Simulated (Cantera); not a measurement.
What does this Cantera script print?

```python
import numpy as np
import cantera as ct

gas_names = """
    CL CL2 H HCL H2 Si SiCL SiCL2 SiCL3 SiCL4 SiH SiHCL3 SiH2 SiH2CL2 SiH3 SiH3CL SiH4 Si2 Si3
""".split()
cond_names = """
    Si(cr) Si(L)
""".split()


# ... load() reads the species with a 1 bar reference pressure and builds the phases ...
atoms = {
    'SiH4': {'Si': 1, 'H': 4},
    'HCl': {'H': 1, 'CL': 1},
    'H2': {'H': 2},
}
top_T = {}  # K; cautious upper limits of use, not melting points


# ... equilibrate(T, P, feed) seeds the gas with the atoms and calls Mixture.equilibrate('TP', solver="vcs", rtol=1e-11, max_steps=5000) ...
results = []
T = 1248.15  # K
P = 10000  # Pa
for m in [6.4, 12, 23, 42, 80, 150, 280]:
    feed = {'SiH4': 1, 'HCl': 0.32, 'H2': m}  # mol
    mix = equilibrate(T, P, feed)
    results.append((T, P, feed, dict(zip(mix.species_names, mix.species_moles))))

top = {s: max(r[3][s] / sum(r[3][g] for g in gas_names) for r in results) for s in gas_names}
cols = sorted((s for s in top if top[s] > 0.0001), key=lambda s: -top[s])[:9]
seen = [c for c in cond_names if any(r[3].get(c, 0) > 1e-12 for r in results)]
print("log10 of partial pressures in bar; condensed amounts in mol")
print(f"{'n(H2)':>10s}" + "".join(f"{s[:9]:>10s}" for s in cols + seen))
for T, P, feed, n in results:
    ng = sum(n[g] for g in gas_names)
    print(f"{feed['H2']:10.4g}" + "".join(f"{np.log10(max(n[s] / ng * P / 1e5, 1e-99)):10.3f}" for s in cols)
          + "".join(f"{n.get(c, 0):10.4g}" for c in seen))
```

It prints:

```
log10 of partial pressures in bar; condensed amounts in mol
     n(H2)        H2       HCL     SiCL2    SiHCL3     SiCL4     SiCL3    Si(cr)
       6.4    -1.014    -2.547    -3.680    -4.324    -4.404    -4.471    0.9706
        12    -1.009    -2.715    -4.021    -4.833    -5.085    -4.982     0.981
        23    -1.005    -2.932    -4.458    -5.487    -5.961    -5.638    0.9891
        42    -1.003    -3.159    -4.916    -6.173    -6.876    -6.325    0.9938
        80    -1.002    -3.420    -5.438    -6.955    -7.920    -7.108    0.9967
       150    -1.001    -3.683    -5.964    -7.745    -8.973    -7.898    0.9982
       280    -1.000    -3.948    -6.496    -8.542   -10.037    -8.696     0.999
```

Cantera equilibrium calculation (NASA polynomials, part measured and part estimated; ideal gas, pure solids and liquids). The tables' values for SiCl3 are old estimates; treat these amounts as uncertain.
